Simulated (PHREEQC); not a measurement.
Dissolve 31 mmol/kgw NH4Cl, 0.87 mmol/kgw Na2SO4 and 22 mmol/kgw KCl at 25 °C. Closed to the air; pH follows from the charge balance.

The numbers come from PHREEQC with the ion-association model, phreeqc.dat.

No solid was allowed to form.

Q: Estimate the pH, density.

A: pH 5.47; density 0.999 g/cm³.

Q: In which forms is S present?

A: SO4-2 80 %, NH4SO4- 14 %, KSO4- 5.4 % of the S.
